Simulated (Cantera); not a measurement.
Input: 1 mol TiO2, 0.16 mol Cl2, 1.5 mol H2, equilibrated at 1000 Pa.

These are equilibrium values from Cantera (NASA tables, ideal gas, pure condensed phases), not measurements of a reactor. Candidate condensed phases: H2O, Ti, TiCl2, TiCl3, TiCl4, TiO, TiO2, Ti2O3, Ti3O5, Ti4O7; 23 gas species. Mutual solubility and eutectic melting of coexisting phases are not modelled. Condensed phases not in the tables: Magnéli phases beyond Ti4O7. Kinetics and transport are ignored. All values below are at 1698 K.

Base state: H2 0.761, HCl 0.192, H2O 0.0447, H 0.00126, Cl 0.000248 (mole fractions); condensed: TiO2(rutile) + Ti4O7(s).

Task: What changes in the equilibrium state with this change: Cl2 from 0.16 to 1.8 mol?

Result: 
```csv
species,before,after
HCl,0.192,0.835
Cl,0.000248,0.154
Cl2,1.70e-8,0.00660
H2,0.761,3.70e-5
H2O,0.0447,0.00211
TiCl4,6.82e-9,0.00108
O2,<1e-9,0.000126
TiOCl2,1.87e-7,7.43e-5
TiCl3,3.18e-7,8.11e-5
H,0.00126,8.80e-6
OH,3.81e-6,2.58e-5
"TiO2(rutile), mol",0.703,0.996
"Ti4O7(s), mol",0.0742,0
```

Task: What changes in the equilibrium state with this change: pressure from 1000 Pa to 10000 Pa?

Result: 
```csv
species,before,after
H2,0.761,0.762
HCl,0.192,0.193
H2O,0.0447,0.0447
H,0.00126,0.000399
Cl,0.000248,7.85e-5
"TiO2(rutile), mol",0.703,0.703
"Ti4O7(s), mol",0.0742,0.0743
```
